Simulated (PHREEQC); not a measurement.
Buffer

A solution holds 0.00016 mol H3PO4 and 0.0051 mol Na2HPO4 per kg of water, at 25 °C. Closed to the air; pH follows from the charge balance.

Equilibrium calculation in PHREEQC: ion-association model, wateq4f.dat.

| Quantity | Value |
|---|---|
| pH | 8.23 |
| ionic strength | 0.0150 mol/kgw |
| total alkalinity | 4.94 meq/kg |

| species | molality | activity | log γ |
|---|---|---|---|
| Na+ | 0.0101 | 0.00898 | -0.053 |
| HPO4-2 | 0.00488 | 0.00302 | -0.208 |
| H2PO4- | 0.000323 | 0.000287 | -0.051 |
| NaHPO4- | 5.95e-5 | 5.29e-5 | -0.051 |
| OH- | 1.93e-6 | 1.70e-6 | -0.055 |
| PO4-3 | 6.79e-7 | 2.31e-7 | -0.468 |

No solid was allowed to form. H3PO4, which wateq4f.dat lacks, is added to it with the constant of phreeqc.dat.
